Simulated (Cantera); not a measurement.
An adiabatic, constant-pressure homogeneous reactor starts with CH₄ : C₂H₆ : O₂ : N₂ = 1 : 0.07 : 2.64 : 9.93 (molar parts), equivalence ratio 0.85, at 1198 K and 3.10 bar. Integrator tolerance rtol = 1e-08.

Cantera simulation using GRI-Mech 3.0 (53 species, 325 reactions); the numbers are that mechanism's predictions, not measurements.

Task: What does this change do: 0.042 parts H2 added?

Result: 
| quantity | before | after |
|---|---|---|
| time of steepest temperature rise | 3.54 ms | 2.59 ms |
| temperature at 9.00 s | 2612 K | 2619 K |
| equilibrium temperature | 2612 K | 2619 K |
| x(CH₄) at 9.00 s | <1e-12 (gas-phase equilibrium <1e-12) | <1e-12 (gas-phase equilibrium <1e-12) |
| x(C₂H₆) at 9.00 s | <1e-12 (gas-phase equilibrium <1e-12) | <1e-12 (gas-phase equilibrium <1e-12) |
| x(O₂) at 9.00 s | 0.0296 (gas-phase equilibrium 0.0296) | 0.0285 (gas-phase equilibrium 0.0285) |
| x(CH₂O) at 9.00 s | 8.90e-11 (gas-phase equilibrium 8.90e-11) | 9.88e-11 (gas-phase equilibrium 9.88e-11) |
| x(CO) at 9.00 s | 0.0146 (gas-phase equilibrium 0.0146) | 0.0152 (gas-phase equilibrium 0.0152) |
| x(HO₂) at 9.00 s | 7.00e-6 (gas-phase equilibrium 7.00e-6) | 6.97e-6 (gas-phase equilibrium 6.97e-6) |

Task: What does this change do: pressure from 3.10 bar to 1.10 bar?

Result: 
```csv
quantity,before,after
time of steepest temperature rise,3.54 ms,8.02 ms
temperature at 9.00 s,2612 K,2563 K
equilibrium temperature,2612 K,2563 K
x(CH₄) at 9.00 s,<1e-12 (gas-phase equilibrium <1e-12),<1e-12 (gas-phase equilibrium <1e-12)
x(C₂H₆) at 9.00 s,<1e-12 (gas-phase equilibrium <1e-12),<1e-12 (gas-phase equilibrium <1e-12)
x(O₂) at 9.00 s,0.0296 (gas-phase equilibrium 0.0296),0.0314 (gas-phase equilibrium 0.0314)
x(CH₂O) at 9.00 s,8.90e-11 (gas-phase equilibrium 8.90e-11),4.91e-11 (gas-phase equilibrium 4.91e-11)
x(CO) at 9.00 s,0.0146 (gas-phase equilibrium 0.0146),0.0177 (gas-phase equilibrium 0.0177)
x(HO₂) at 9.00 s,7.00e-6 (gas-phase equilibrium 7.00e-6),4.97e-6 (gas-phase equilibrium 4.97e-6)
```

Task: What does this change do: CH4 1 to 2.9 parts?

Result: 
| quantity | before | after |
|---|---|---|
| time of steepest temperature rise | 3.54 ms | 13.0 ms |
| temperature at 9.00 s | 2612 K | 2119 K |
| equilibrium temperature | 2612 K | 2119 K |
| x(CH₄) at 9.00 s | <1e-12 (gas-phase equilibrium <1e-12) | 2.63e-9 (gas-phase equilibrium 3.02e-9) |
| x(C₂H₆) at 9.00 s | <1e-12 (gas-phase equilibrium <1e-12) | <1e-12 (gas-phase equilibrium <1e-12) |
| x(O₂) at 9.00 s | 0.0296 (gas-phase equilibrium 0.0296) | 3.53e-8 (gas-phase equilibrium 3.53e-8) |
| x(CH₂O) at 9.00 s | 8.90e-11 (gas-phase equilibrium 8.90e-11) | 3.88e-8 (gas-phase equilibrium 3.88e-8) |
| x(CO) at 9.00 s | 0.0146 (gas-phase equilibrium 0.0146) | 0.146 (gas-phase equilibrium 0.146) |
| x(HO₂) at 9.00 s | 7.00e-6 (gas-phase equilibrium 7.00e-6) | 5.00e-11 (gas-phase equilibrium 5.00e-11) |
